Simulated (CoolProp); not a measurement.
Vapour-liquid equilibrium of R114 (1) + n-hexane (2) at 0.446 MPa; x and y are mole fractions of (1).

Values from CoolProp's multi-fluid Helmholtz-energy mixture model, Platzer 1990 and Thol 2019; pair parameters Bell 2016. This equation is an older, rougher fit; its heat capacities, sound speeds and derivatives of the liquid may be far off and weren't checked against measurements.

```json
[
 {"x": "0.05", "bubble temperature (K)": "387.4", "y at the bubble point": "0.229", "dew temperature at overall composition x (K)": "395.8", "liquid density (mol/L)": "6.568"},
 {"x": "0.125", "bubble temperature (K)": "374.4", "y at the bubble point": "0.463", "dew temperature at overall composition x (K)": "392.4", "liquid density (mol/L)": "6.766"},
 {"x": "0.2", "bubble temperature (K)": "364.3", "y at the bubble point": "0.610", "dew temperature at overall composition x (K)": "388.8", "liquid density (mol/L)": "6.928"},
 {"x": "0.275", "bubble temperature (K)": "356.5", "y at the bubble point": "0.705", "dew temperature at overall composition x (K)": "385.1", "liquid density (mol/L)": "7.065"},
 {"x": "0.35", "bubble temperature (K)": "350.4", "y at the bubble point": "0.770", "dew temperature at overall composition x (K)": "381.0", "liquid density (mol/L)": "7.184"},
 {"x": "0.425", "bubble temperature (K)": "345.5", "y at the bubble point": "0.817", "dew temperature at overall composition x (K)": "376.7", "liquid density (mol/L)": "7.291"},
 {"x": "0.5", "bubble temperature (K)": "341.4", "y at the bubble point": "0.853", "dew temperature at overall composition x (K)": "372.0", "liquid density (mol/L)": "7.390"},
 {"x": "0.575", "bubble temperature (K)": "338.0", "y at the bubble point": "0.882", "dew temperature at overall composition x (K)": "366.9", "liquid density (mol/L)": "___"},
 {"x": "0.65", "bubble temperature (K)": "___", "y at the bubble point": "0.906", "dew temperature at overall composition x (K)": "361.2", "liquid density (mol/L)": "7.577"},
 {"x": "0.725", "bubble temperature (K)": "332.1", "y at the bubble point": "0.928", "dew temperature at overall composition x (K)": "354.7", "liquid density (mol/L)": "7.670"},
 {"x": "0.8", "bubble temperature (K)": "329.5", "y at the bubble point": "0.948", "dew temperature at overall composition x (K)": "347.3", "liquid density (mol/L)": "7.764"},
 {"x": "0.875", "bubble temperature (K)": "___", "y at the bubble point": "0.967", "dew temperature at overall composition x (K)": "338.8", "liquid density (mol/L)": "7.863"},
 {"x": "0.95", "bubble temperature (K)": "324.7", "y at the bubble point": "0.987", "dew temperature at overall composition x (K)": "329.3", "liquid density (mol/L)": "7.966"}
]
```

Q: Some entries are withheld; supply them.

A: 
- 0.575, liquid density (mol/L): 7.485
- 0.65, bubble temperature (K): 334.9
- 0.875, bubble temperature (K): 327.1

No azeotrope shows between x = 0.05 and 0.95.

The pair parameters rest on a limited set of measurements; away from them the model extrapolates.
